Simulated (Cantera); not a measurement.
Input (Python, Cantera) and output of one run.

```python
import numpy as np
import cantera as ct

gas_names = """
    CL CL2 H HCL H2 Si SiCL SiCL2 SiCL3 SiCL4 SiH SiHCL3 SiH2 SiH2CL2 SiH3 SiH3CL SiH4 Si2 Si3
""".split()
cond_names = """
    Si(cr) Si(L)
""".split()


# ... load() reads the species with a 1 bar reference pressure and builds the phases ...
atoms = {
    'Si': {'Si': 1},
    'HCl': {'H': 1, 'CL': 1},
    'H2': {'H': 2},
}
top_T = {}  # K; cautious upper limits of use, not melting points


# ... equilibrate(T, P, feed) seeds the gas with the atoms and calls Mixture.equilibrate('TP', solver="vcs", rtol=1e-11, max_steps=5000) ...
results = []
feed = {'Si': 1, 'HCl': 3.2, 'H2': 5.2}  # mol
T = 1225  # K
P = 10000  # Pa
mix = equilibrate(T, P, feed)
results.append((T, P, feed, dict(zip(mix.species_names, mix.species_moles))))
x = sorted(zip(gas.X, gas.species_names), reverse=True)
print(f"T = {T:g} K  P = {P:g} Pa  gas = {mix.phase_moles(0):.4g} mol")
print("   x: " + "  ".join(f"{s} {v:.3e}" for v, s in x if v > 1e-05))
print("   condensed (mol): " + ("  ".join(f"{mix.phase(i).name} {mix.phase_moles(i):.4g}"
      for i in range(1, mix.n_phases) if mix.phase_moles(i) > 1e-12) or "none"))
```

Result:

```
T = 1225 K  P = 10000 Pa  gas = 7.808 mol
   x: H2 8.224e-01  HCL 7.821e-02  SiCL4 5.235e-02  SiCL2 1.814e-02  SiHCL3 1.717e-02  SiCL3 1.096e-02  SiH2CL2 7.524e-04
   condensed (mol): Si(cr) 0.2239
```

Cantera equilibrium calculation (NASA polynomials, part measured and part estimated; ideal gas, pure solids and liquids). The tables' values for SiCl3 are old estimates; treat these amounts as uncertain.
